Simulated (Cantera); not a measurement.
Equilibrium for boron, boron nitride and boron oxide: B + O2

Feed: 1 mol B, 9.1 mol O2, equilibrated at 1275 °C.

Method: chemical equilibrium by Gibbs-energy minimisation in Cantera with the NASA 1993 tables (ideal gas, pure condensed phases). Candidate condensed phases: B, B2O3; 10 gas species. Equilibrium is a limit: real reactors are often held back by kinetics, nucleation or transport.

```csv
P (Pa),x O2,x B2O3,x BO2,x O,x BO,x O3,x B2O2,n B2O3(l)
10,0.939,0.0526,0.00744,0.000741,1.17e-6,4.08e-11,1.60e-9,0
46,0.941,0.0538,0.00514,0.000346,3.77e-7,8.76e-11,7.61e-10,0
220,0.972,0.0256,0.00242,0.000161,7.97e-8,2.01e-10,1.63e-10,0.270
1000,0.994,0.00562,0.000780,7.62e-5,1.19e-8,4.43e-10,1.66e-11,0.449
4600,0.998,0.00122,0.000249,3.56e-5,1.77e-9,9.58e-10,1.68e-12,0.489
22000,1.000,0.000256,7.69e-5,1.63e-5,2.50e-10,2.10e-9,<1e-12,0.498
100000,1.000,5.62e-5,2.47e-5,7.64e-6,3.77e-11,4.48e-9,<1e-12,0.499
```
x: gas mole fraction; n: condensed amount in mol.

From 10.0 Pa to 46.0 Pa nothing is condensed. From 2.20 mbar to 1.00 bar the condensed part is B2O3(l). The main B-bearing gas is B2O3 throughout.
